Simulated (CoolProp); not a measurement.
Properties of R142b along the isobar 2.46 MPa (Tc = 410.3 K, pc = 4.055 MPa, ω = 0.232).

The numbers come from the reference Helmholtz-energy equation of state, Lemmon 2006 in CoolProp. It is a short technical equation, of lower accuracy than the large ones.

| T (K) | phase | density (kg/m³) | viscosity (µPa s) | Prandtl number |
|---|---|---|---|---|
| 156 | liquid | 1424 | 2550 | 20.6 |
| 192.8 | liquid | 1348 | 997 | 9.10 |
| 229.5 | liquid | 1272 | 542 | 5.82 |
| 266.2 | liquid | 1193 | 338 | 4.41 |
| 303 | liquid | 1107 | 225 | 3.65 |
| 339.7 | liquid | 1004 | 153 | 3.21 |
| 376.5 | liquid | 861.1 | 98.0 | 3.01 |
| 413.2 | gas | 95.44 | 15.8 | 0.872 |
| 449.9 | gas | 79.58 | 16.7 | 0.786 |

Viscosity comes from a separate model (Huber 2003), an estimate that may be off by 10 % or more. Thermal conductivity comes from a separate model (Huber 2003), an estimate that may be off by 10 % or more.
